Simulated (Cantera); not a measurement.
## Premixed flame

A freely propagating, adiabatic, planar premixed flame of C3H8 : O2 : N2 : CO2 = 1 : 5.62 : 21.1 : 5.7 (molar parts), unburnt at 350 K and 7430 Torr; mixture-averaged transport, grid criteria slope 0.08 and curve 0.16, no radiation.

Detailed kinetics in Cantera: GRI-Mech 3.0 (53 species, 325 reactions). GRI-Mech 3.0 was tuned for natural gas; its chemistry of propane as a main component is partial and can be far from experiment. Burning velocities carry a grid error of a few per cent, more on coarse grids.

```json
[
 {"z (mm)": "-0.488", "T (K)": "351", "u (m/s)": "0.0758", "x C3H8": "0.0299", "x O2": "0.168", "x CO2": "0.170", "x NO": "<1e-8", "x OH": "<1e-8", "x N2O": "<1e-8"},
 {"z (mm)": "-0.325", "T (K)": "357", "u (m/s)": "0.0772", "x C3H8": "0.0299", "x O2": "0.167", "x CO2": "0.170", "x NO": "<1e-8", "x OH": "<1e-8", "x N2O": "<1e-8"},
 {"z (mm)": "-0.244", "T (K)": "381", "u (m/s)": "0.0825", "x C3H8": "0.0298", "x O2": "0.165", "x CO2": "0.170", "x NO": "<1e-8", "x OH": "<1e-8", "x N2O": "<1e-8"},
 {"z (mm)": "-0.163", "T (K)": "498", "u (m/s)": "0.109", "x C3H8": "0.0287", "x O2": "0.152", "x CO2": "0.171", "x NO": "<1e-8", "x OH": "<1e-8", "x N2O": "4.28e-8"},
 {"z (mm)": "-0.0813", "T (K)": "898", "u (m/s)": "0.199", "x C3H8": "0.0201", "x O2": "0.111", "x CO2": "0.181", "x NO": "2.37e-7", "x OH": "1.89e-7", "x N2O": "2.33e-7"},
 {"z (mm)": "-0.0407", "T (K)": "1232", "u (m/s)": "0.277", "x C3H8": "0.00840", "x O2": "0.0759", "x CO2": "0.193", "x NO": "9.51e-7", "x OH": "6.67e-6", "x N2O": "4.44e-7"},
 {"z (mm)": "0", "T (K)": "1580", "u (m/s)": "0.357", "x C3H8": "0.000120", "x O2": "0.0400", "x CO2": "0.214", "x NO": "2.12e-6", "x OH": "0.000366", "x N2O": "7.65e-7"},
 {"z (mm)": "0.0407", "T (K)": "1732", "u (m/s)": "0.389", "x C3H8": "<1e-8", "x O2": "0.0262", "x CO2": "0.233", "x NO": "3.32e-6", "x OH": "0.00120", "x N2O": "1.14e-6"},
 {"z (mm)": "0.0813", "T (K)": "1788", "u (m/s)": "0.400", "x C3H8": "<1e-8", "x O2": "0.0220", "x CO2": "0.242", "x NO": "4.02e-6", "x OH": "0.00119", "x N2O": "1.30e-6"},
 {"z (mm)": "0.163", "T (K)": "1829", "u (m/s)": "0.408", "x C3H8": "<1e-8", "x O2": "0.0193", "x CO2": "0.248", "x NO": "4.61e-6", "x OH": "0.000890", "x N2O": "1.22e-6"},
 {"z (mm)": "0.325", "T (K)": "1850", "u (m/s)": "0.412", "x C3H8": "<1e-8", "x O2": "0.0179", "x CO2": "0.251", "x NO": "4.97e-6", "x OH": "0.000576", "x N2O": "7.58e-7"},
 {"z (mm)": "0.651", "T (K)": "1858", "u (m/s)": "0.414", "x C3H8": "<1e-8", "x O2": "0.0175", "x CO2": "0.252", "x NO": "5.19e-6", "x OH": "0.000385", "x N2O": "3.31e-7"},
 {"z (mm)": "1.30", "T (K)": "1860", "u (m/s)": "0.414", "x C3H8": "<1e-8", "x O2": "0.0174", "x CO2": "0.252", "x NO": "5.42e-6", "x OH": "0.000326", "x N2O": "2.13e-7"}
]
```
x: mole fraction of selected species; z is measured from the peak of heat release.

| Item | Result |
|---|---|
| laminar burning velocity | 7.56 cm/s |
| thermal thickness | 0.163 mm |
| peak x(OH) | 0.00125 |
| grid points | 124 |
